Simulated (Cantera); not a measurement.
Input: 1 mol Al, 0.76 mol HCl, 9.7 mol H2, at 0.100 bar.

These are equilibrium values from Cantera (NASA tables, ideal gas, pure condensed phases), not measurements of a reactor. Candidate condensed phases: Al, AlCl3; 12 gas species. The tables' values for AlCl2 are old estimates; treat these amounts as uncertain. Kinetics and transport are ignored.

log p: log10 of the partial pressure in bar; n: condensed amount in mol.

| T (°C) | log p H2 | log p AlCl | log p AlCl3 | log p Al | n Al(s) | n Al(l) |
|---|---|---|---|---|---|---|
| 502 | -1.01 | -5.22 | -2.62 | <-13 | 0.746 | 0 |
| 602 | -1.01 | -4.14 | -2.62 | -12.68 | 0.741 | 0 |
| 702 | -1.01 | -3.33 | -2.65 | -10.72 | 0 | … |
| 802 | -1.02 | -2.72 | -2.78 | -9.15 | 0 | … |
| 902 | -1.02 | -2.33 | -3.20 | -7.86 | 0 | … |
| 1002 | -1.03 | -2.19 | -4.11 | -6.78 | 0 | … |
| 1102 | -1.03 | -2.16 | -5.17 | -5.86 | 0 | 0.250 |
| 1202 | -1.03 | -2.16 | -6.12 | -5.06 | 0 | 0.243 |
| 1302 | -1.03 | -2.16 | -6.95 | -4.37 | 0 | 0.237 |
| 1402 | -1.03 | -2.16 | -7.69 | -3.76 | 0 | … |
| 1502 | -1.03 | -2.16 | -8.33 | -3.23 | 0 | … |
| 1602 | -1.04 | -2.16 | -8.92 | -2.75 | 0 | … |
| 1702 | -1.04 | -2.17 | -8.68 | -2.70 | 0 | 0 |
| 1802 | -1.05 | -2.17 | -8.40 | -2.68 | 0 | 0 |

Task: Some entries are withheld; supply them.

Result: 
- 702, n Al(l): 0.711
- 802, n Al(l): 0.608
- 902, n Al(l): 0.405
- 1002, n Al(l): 0.275
- 1402, n Al(l): 0.219
- 1502, n Al(l): 0.167
- 1602, n Al(l): 0.0207
